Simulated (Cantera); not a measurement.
## Equilibrium for hydrogen reduction and annealing atmospheres: V₂O₅ + H₂ + H₂O

Input: 1 mol V₂O₅, 0.68 mol H₂, 0.16 mol H₂O, held at 0.250 bar.

Method: chemical equilibrium by Gibbs-energy minimisation in Cantera with the NASA 1993 tables (ideal gas, pure condensed phases). Candidate condensed phases: H₂O, V, VO, V₂O₃, V₂O₄, V₂O₅; 12 gas species. Mutual solubility and eutectic melting of coexisting phases are not modelled. Condensed phases not in the tables: the oxides between V₂O₃ and V₂O₅ other than VO₂. Gases not in the tables: V₄O₁₀. The numbers say what is thermodynamically allowed, not how fast it happens.

From 1425 K to 1525 K the condensed part is V₂O₄(s) + V₂O₅(l). From 1575 K to 1775 K the condensed part is V₂O₄(s). From 1825 K to 1975 K the condensed part is V₂O₄(l).

```csv
T (K),x H₂O,x O₂,x OH,x VO₂,x H₂,x O,x H,n V₂O₄(s),n V₂O₅(l),n V₂O₄(l)
1425,0.925,0.0745,0.000131,5.69e-8,4.46e-6,7.58e-7,2.88e-8,0.815,0.185,0
1475,0.894,0.106,0.000223,2.06e-7,7.39e-6,1.87e-6,7.05e-8,0.880,0.120,0
1525,0.852,0.147,0.000366,6.81e-7,1.17e-5,4.35e-6,1.62e-7,0.971,0.0292,0
1575,0.840,0.160,0.000558,2.08e-6,2.07e-5,8.56e-6,3.78e-7,1.000,0,0
1625,0.839,0.160,0.000817,5.92e-6,3.72e-5,1.56e-5,8.61e-7,1.000,0,0
1675,0.839,0.160,0.00117,1.58e-5,6.48e-5,2.73e-5,1.87e-6,1.000,0,0
1725,0.839,0.160,0.00164,3.96e-5,0.000109,4.64e-5,3.88e-6,1.000,0,0
1775,0.838,0.159,0.00226,9.40e-5,0.000179,7.64e-5,7.74e-6,1.000,0,0
1825,0.837,0.159,0.00306,0.000209,0.000284,0.000123,1.49e-5,0,0,1.000
1875,0.836,0.159,0.00406,0.000408,0.000442,0.000192,2.76e-5,0,0,1.000
1925,0.834,0.158,0.00532,0.000765,0.000671,0.000293,4.95e-5,0,0,1.000
1975,0.832,0.158,0.00687,0.00139,0.000998,0.000438,8.64e-5,0,0,0.999
```
x: gas mole fraction; n: condensed amount in mol.
